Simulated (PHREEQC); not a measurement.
**Metal-bearing waste water (model solution)**

Consider water at 34 °C with 3.5 mmol/kgw ZnSO4, 7.9 mmol/kgw MgSO4, 0.76 mmol/kgw H2SO4 and 0.08 mmol/kgw NaCl. Closed to the air; pH follows from the charge balance.

The numbers come from PHREEQC with the ion-association model, wateq4f.dat.

No solid was allowed to form.

Problem. Predict the pH, ionic strength.

Solution. pH 3.05; ionic strength 0.0301 mol/kgw.

Problem. In which forms is Mg present?

Solution. Mg+2 62 %, MgSO4 38 % of the Mg.
